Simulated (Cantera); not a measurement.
A perfectly stirred reactor is fed with 1.25 % CO, 0.772 % O2, 1.45 % H2O, 96.5 % N2, equivalence ratio 0.81, at 0.681 atm; it is held at 925 K, and followed from long to short residence time.

Model: GRI-Mech 3.0 (53 species, 325 reactions), integrated in Cantera.

Q: Predict: x(CO) at τ = 9.80 s; x(O2) at τ = 9.80 s; x(H2O) at τ = 9.80 s; x(H) at τ = 9.80 s; x(H2) at τ = 9.80 s; x(CO) at τ = 0.130 s; x(O2) at τ = 0.130 s; x(H2O) at τ = 0.130 s; x(H) at τ = 0.130 s; x(H2) at τ = 0.130 s.

A: 
```
Property                Result
---------------------  -------
x(CO) at τ = 9.80 s    0.00732
x(O2) at τ = 9.80 s    0.00515
x(H2O) at τ = 9.80 s    0.0144
x(H) at τ = 9.80 s     1.01e-7
x(H2) at τ = 9.80 s    7.76e-5
x(CO) at τ = 0.130 s    0.0125
x(O2) at τ = 0.130 s   0.00770
x(H2O) at τ = 0.130 s   0.0145
x(H) at τ = 0.130 s    4.17e-8
x(H2) at τ = 0.130 s   2.29e-6
```
